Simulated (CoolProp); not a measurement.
Vapour-liquid equilibrium of n-pentane (1) + benzene (2) at 0.236 MPa; x and y are mole fractions of (1).

Model: multi-fluid Helmholtz-energy mixture model, Thol 2019 and Thol 2012; pair parameters Bell 2016, in CoolProp.

```
x      bubble temperature, mixture model (°C)  bubble temperature, Raoult's law (°C)  y, mixture model  y, Raoult's law
-----  --------------------------------------  -------------------------------------  ----------------  ---------------
0.05                                    103.7                                  106.2             0.189            0.144
0.125                                    96.0                                  100.7             0.381            0.319
0.2                                      90.2                                   95.8             0.509            0.456
0.275                                    85.7                                   91.3             0.599            0.566
0.35                                     82.0                                   87.3             0.668            0.654
0.425                                    78.9                                   83.6             0.723            0.725
0.5                                      76.3                                   80.2             0.769            0.784
0.575                                    73.9                                   77.1             0.809            0.833
0.65                                     71.8                                   74.3             0.846            0.875
0.725                                    69.8                                   71.6             0.880            0.910
0.8                                      67.9                                   69.2             0.913            0.939
0.875                                    66.2                                   66.9             0.946            0.965
0.95                                     64.4                                   64.7             0.978            0.987
```

The largest gap from Raoult's law is -5.6 K in bubble temperature, at x = 0.275. No azeotrope shows between x = 0.05 and 0.95.

The pair parameters rest on a limited set of measurements; away from them the model extrapolates.
